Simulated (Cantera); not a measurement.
An adiabatic, constant-pressure homogeneous reactor starts with 6.28 % CH₄, 19.6 % O₂, 74.1 % N₂, at 1748 K and 0.450 bar.

Computed with Cantera and GRI-Mech 3.0 (53 species, 325 reactions).

x: mole fraction; the columns are a selection and need not sum to one.

```csv
t (s),T (K),x CH₄,x O₂,x CH₃,x CO₂,x H₂O₂,x HCN,x C₂H₂
3.00e-6,1748,0.0628,0.196,4.64e-6,2.53e-11,[?],<1e-12,<1e-12
9.17e-6,1748,0.0628,0.196,1.74e-5,5.96e-10,[?],<1e-12,<1e-12
2.80e-5,1748,0.0627,0.196,6.28e-5,1.21e-8,[?],<1e-12,9.08e-11
8.57e-5,1748,0.0624,0.196,0.000275,4.55e-7,[?],<1e-12,1.55e-8
0.000262,1792,0.0503,0.186,0.00318,0.000242,[?],1.65e-9,3.19e-5
0.000801,2535,<1e-12,0.0717,<1e-12,0.0391,[?],8.70e-12,<1e-12
0.00245,2633,<1e-12,0.0696,<1e-12,0.0431,1.67e-7,3.00e-11,<1e-12
0.00749,2628,<1e-12,0.0667,<1e-12,0.0434,1.64e-7,5.42e-11,<1e-12
0.0229,2624,<1e-12,0.0647,<1e-12,0.0435,1.61e-7,6.89e-11,<1e-12
0.0700,2624,<1e-12,0.0646,<1e-12,0.0435,1.61e-7,6.97e-11,<1e-12
0.214,2624,<1e-12,0.0646,<1e-12,0.0435,1.61e-7,6.97e-11,<1e-12
0.654,2624,<1e-12,0.0646,<1e-12,0.0435,1.61e-7,6.97e-11,<1e-12
2.00,2624,<1e-12,0.0646,<1e-12,0.0435,1.61e-7,6.97e-11,<1e-12
```

Q: Some entries are withheld; supply them.

A: 
- 3.00e-6, x H₂O₂: 5.47e-9
- 9.17e-6, x H₂O₂: 2.62e-8
- 2.80e-5, x H₂O₂: 9.08e-8
- 8.57e-5, x H₂O₂: 2.68e-7
- 0.000262, x H₂O₂: 6.38e-6
- 0.000801, x H₂O₂: 9.89e-8
